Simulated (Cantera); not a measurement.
Input (Python, Cantera) and output of one run.

```python
import numpy as np
import cantera as ct

gas_names = """
    B BF BF2 BF3 BH BHF2 BH2 BH3 BN B2 F F2 H HF H2 H2F2 H3F3 H4F4 H5F5 H6F6 H7F7 N NF NF2 NF3 NH NH2
    NH3 N2 N2H2 N2H4
""".split()
cond_names = """
    B(b) B(L) BN(s)
""".split()


# ... load() reads the species with a 1 bar reference pressure and builds the phases ...
atoms = {
    'BF3': {'B': 1, 'F': 3},
    'NH3': {'N': 1, 'H': 3},
}
top_T = {'BN(s)': 3200}  # K; cautious upper limits of use, not melting points


# ... equilibrate(T, P, feed) seeds the gas with the atoms and calls Mixture.equilibrate('TP', solver="vcs", rtol=1e-11, max_steps=5000) ...
results = []
feed = {'BF3': 1, 'NH3': 3.7}  # mol
P = 19000  # Pa
for T in [1175, 1250, 1325, 1400, 1475, 1550, 1625]:
    mix = equilibrate(T, P, feed)
    results.append((T, P, feed, dict(zip(mix.species_names, mix.species_moles))))

top = {s: max(r[3][s] / sum(r[3][g] for g in gas_names) for r in results) for s in gas_names}
cols = sorted((s for s in top if top[s] > 1e-06), key=lambda s: -top[s])[:7]
seen = [c for c in cond_names if any(r[3].get(c, 0) > 1e-12 for r in results)]
print("log10 of partial pressures in bar; condensed amounts in mol")
print(f"{'T/K':>10s}" + "".join(f"{s[:9]:>10s}" for s in cols + seen))
for T, P, feed, n in results:
    ng = sum(n[g] for g in gas_names)
    print(f"{T:10.4g}" + "".join(f"{np.log10(max(n[s] / ng * P / 1e5, 1e-99)):10.3f}" for s in cols)
          + "".join(f"{n.get(c, 0):10.4g}" for c in seen))
```

Output:

```
log10 of partial pressures in bar; condensed amounts in mol
       T/K        H2        N2       BF3        HF      BHF2       BF2         H     BN(s)
      1175    -0.908    -1.385    -1.670    -2.439    -4.435    -6.555    -7.365   0.05313
      1250    -0.909    -1.385    -1.674    -2.383    -4.167    -5.895    -6.770   0.05998
      1325    -0.910    -1.386    -1.678    -2.334    -3.931    -5.311    -6.241   0.06646
      1400    -0.911    -1.387    -1.682    -2.291    -3.722    -4.791    -5.768   0.07237
      1475    -0.912    -1.388    -1.688    -2.253    -3.535    -4.326    -5.343   0.07737
      1550    -0.913    -1.388    -1.694    -2.219    -3.368    -3.908    -4.958    0.0809
      1625    -0.914    -1.388    -1.702    -2.189    -3.218    -3.531    -4.609   0.08198
```

Equilibrium computed with Cantera from the NASA thermochemical tables; the gas is ideal and each condensed phase is pure. The tables' values for BF2 are old estimates; treat these amounts as uncertain.
